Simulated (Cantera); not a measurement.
## Premixed flame

A freely propagating, adiabatic, planar premixed flame of H2 : O2 : N2 = 1 : 0.877 : 4.21 (molar parts), unburnt at 350 K and 0.440 bar; mixture-averaged transport, grid criteria slope 0.08 and curve 0.16, no radiation.

Cantera simulation using the H2/O2 subset of GRI-Mech 3.0, which has no nitrogen chemistry; the numbers are that mechanism's predictions, not measurements. Burning velocities carry a grid error of a few per cent, more on coarse grids. Lean hydrogen flames are cellular in practice and burn faster than this planar one.

```json
[
 {"z (mm)": "-3.59", "T (K)": "350", "u (m/s)": "0.633", "x H2": "0.164", "x O2": "0.144", "x H2O2": "<1e-8", "x H2O": "3.68e-7", "x HO2": "<1e-8", "x O": "<1e-8"},
 {"z (mm)": "-2.39", "T (K)": "350", "u (m/s)": "0.633", "x H2": "0.162", "x O2": "0.144", "x H2O2": "2.45e-8", "x H2O": "7.41e-6", "x HO2": "4.02e-8", "x O": "<1e-8"},
 {"z (mm)": "-1.80", "T (K)": "351", "u (m/s)": "0.632", "x H2": "0.159", "x O2": "0.145", "x H2O2": "1.82e-7", "x H2O": "4.88e-5", "x HO2": "2.96e-7", "x O": "<1e-8"},
 {"z (mm)": "-1.20", "T (K)": "358", "u (m/s)": "0.637", "x H2": "0.148", "x O2": "0.147", "x H2O2": "2.16e-6", "x H2O": "0.000490", "x HO2": "3.67e-6", "x O": "2.16e-8"},
 {"z (mm)": "-0.598", "T (K)": "471", "u (m/s)": "0.810", "x H2": "0.111", "x O2": "0.148", "x H2O2": "4.33e-5", "x H2O": "0.0127", "x HO2": "0.000151", "x O": "3.83e-6"},
 {"z (mm)": "-0.299", "T (K)": "731", "u (m/s)": "1.23", "x H2": "0.0774", "x O2": "0.136", "x H2O2": "2.81e-5", "x H2O": "0.0463", "x HO2": "0.000117", "x O": "0.000128"},
 {"z (mm)": "0", "T (K)": "1022", "u (m/s)": "1.71", "x H2": "0.0425", "x O2": "0.112", "x H2O2": "5.29e-6", "x H2O": "0.0944", "x HO2": "5.67e-5", "x O": "0.00128"},
 {"z (mm)": "0.299", "T (K)": "1226", "u (m/s)": "2.05", "x H2": "0.0181", "x O2": "0.0889", "x H2O2": "3.16e-6", "x H2O": "0.134", "x HO2": "3.40e-5", "x O": "0.00320"},
 {"z (mm)": "0.598", "T (K)": "1344", "u (m/s)": "2.25", "x H2": "0.00813", "x O2": "0.0775", "x H2O2": "2.31e-6", "x H2O": "0.152", "x HO2": "2.46e-5", "x O": "0.00388"},
 {"z (mm)": "1.20", "T (K)": "1455", "u (m/s)": "2.43", "x H2": "0.00366", "x O2": "0.0721", "x H2O2": "1.22e-6", "x H2O": "0.163", "x HO2": "1.70e-5", "x O": "0.00304"},
 {"z (mm)": "2.39", "T (K)": "1531", "u (m/s)": "2.54", "x H2": "0.00176", "x O2": "0.0707", "x H2O2": "5.78e-7", "x H2O": "0.168", "x HO2": "1.04e-5", "x O": "0.00151"},
 {"z (mm)": "4.79", "T (K)": "1567", "u (m/s)": "2.60", "x H2": "0.000610", "x O2": "0.0705", "x H2O2": "2.68e-7", "x H2O": "0.171", "x HO2": "4.78e-6", "x O": "0.000516"},
 {"z (mm)": "9.57", "T (K)": "1579", "u (m/s)": "2.62", "x H2": "0.000170", "x O2": "0.0707", "x H2O2": "1.15e-7", "x H2O": "0.173", "x HO2": "1.64e-6", "x O": "0.000144"}
]
```
x: mole fraction of selected species; z is measured from the peak of heat release.

The laminar burning velocity comes out as 63.4 cm/s and the thermal thickness is 1.20 mm. The peak x(H2O2) comes out as 4.67e-5, the peak x(HO2) is 0.000176 and the peak x(O) is 0.00388. The grid points is 111.
